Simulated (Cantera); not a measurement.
# Premixed flame

A freely propagating, adiabatic, planar premixed flame of 21.5 % H2, 16.5 % O2, 62.0 % N2, unburnt at 300 K and 120000 Pa; unity-Lewis-number transport, grid criteria slope 0.08 and curve 0.16, no radiation.

Cantera simulation using the H2/O2 subset of GRI-Mech 3.0, which has no nitrogen chemistry; the numbers are that mechanism's predictions, not measurements. Unity Lewis numbers drop preferential diffusion, which matters most where H2 and H carry the flame. Burning velocities carry a grid error of a few per cent, more on coarse grids. Lean hydrogen flames are cellular in practice and burn faster than this planar one.

```
z (mm)   T (K)  u (m/s)     x H2    x O2     x HO2   x H2O2      x OH       x H
-------  -----  -------  -------  ------  --------  -------  --------  --------
-0.679     300     1.09    0.215   0.165   1.26e-8    <1e-8     <1e-8     <1e-8
-0.453     300     1.09    0.215   0.165   2.58e-7  1.08e-7     <1e-8     <1e-8
-0.340     302     1.10    0.214   0.165   1.24e-6  5.10e-7     <1e-8     <1e-8
-0.226     313     1.14    0.213   0.164   1.11e-5  4.12e-6   7.32e-8     <1e-8
-0.113     497     1.79    0.193   0.155  0.000232  3.28e-5   3.29e-5   1.24e-5
-0.0566    840     2.96    0.149   0.134  0.000266  2.92e-5  0.000612   0.00209
0         1220     4.19   0.0799   0.102  0.000121  1.07e-5   0.00290    0.0140
0.0566    1461     4.93   0.0314  0.0772   7.05e-5  5.14e-6   0.00707    0.0199
0.113     1590     5.32   0.0168  0.0685   5.11e-5  2.96e-6   0.00920    0.0156
0.226     1718     5.69   0.0103  0.0650   3.49e-5  1.49e-6   0.00976   0.00815
0.453     1818     5.97  0.00590  0.0639   2.10e-5  7.92e-7   0.00849   0.00313
0.906     1881     6.15  0.00270  0.0636   1.04e-5  4.46e-7   0.00624  0.000890
1.81      1914     6.24  0.00102  0.0638   4.45e-6  2.47e-7   0.00401  0.000200
```
x: mole fraction of selected species; z is measured from the peak of heat release.

The laminar burning velocity is 109 cm/s and the thermal thickness comes out as 0.226 mm. The peak x(HO2) comes out as 0.000337. The peak x(H2O2) is 3.59e-5 and the peak x(OH) comes out as 0.00981. The peak x(H) is 0.0200.
